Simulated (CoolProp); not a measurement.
Vapour-liquid equilibrium of propane (1) + cyclopropane (2) at 69.95 °C; x and y are mole fractions of (1).

Computed with CoolProp (multi-fluid Helmholtz-energy mixture model, Lemmon 2009 and Polt 1992; pair parameters Bell 2016). This equation is an older, rougher fit; its heat capacities, sound speeds and derivatives of the liquid may be far off and weren't checked against measurements.

### Question
Give the bubble pressure and the first vapour's composition at x = 0.125, 0.425, 0.5. Is there an azeotrope?

### Answer
x = 0.125: 2186 kPa, y = 0.154; x = 0.425: 2407 kPa, y = 0.466; x = 0.5: 2450 kPa, y = 0.536. No azeotrope shows between x = 0.05 and 0.95.

Pair parameters are fitted to limited data, so mixtures are less certain than the pure fluids.
